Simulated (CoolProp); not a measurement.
Properties of carbon dioxide along the isobar 28.9 MPa.

Values from CoolProp's reference Helmholtz-energy equation of state, Span 1996.

```
T (K)          phase  viscosity (µPa s)  fugacity coefficient
-----  -------------  -----------------  --------------------
269.8         liquid                152                   ___
281.4         liquid                132                0.1792
293           liquid                116                0.2203
304.6  supercritical                ___                0.2643
316.3  supercritical               90.6                0.3108
327.9  supercritical               80.5                0.3580
339.5  supercritical               71.6                0.4055
351.1  supercritical               64.0                0.4522
362.7  supercritical               57.5                0.4976
374.4  supercritical               51.9                0.5412
386    supercritical               47.5                   ___
```

### Question
Some entries are withheld; supply them.

### Answer

- 269.8, fugacity coefficient: 0.1418
- 304.6, viscosity (µPa s): 102
- 386, fugacity coefficient: 0.5820

Viscosity comes from a separate model (Laesecke 2017).
